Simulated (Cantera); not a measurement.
Feed: 1 mol HgO, 0.92 mol H₂, 0.76 mol N₂, at 8.25 Torr.

These are equilibrium values from Cantera (NASA tables, ideal gas, pure condensed phases), not measurements of a reactor. Candidate condensed phases: H₂O, Hg, HgO; 25 gas species. Kinetics and transport are ignored.

At 1000 K, list the 4 most abundant gas species with their mole fractions, and the condensed phases.

Hg 0.368, H₂O 0.338, N₂ 0.279, O₂ 0.0147. Condensed: gas only.
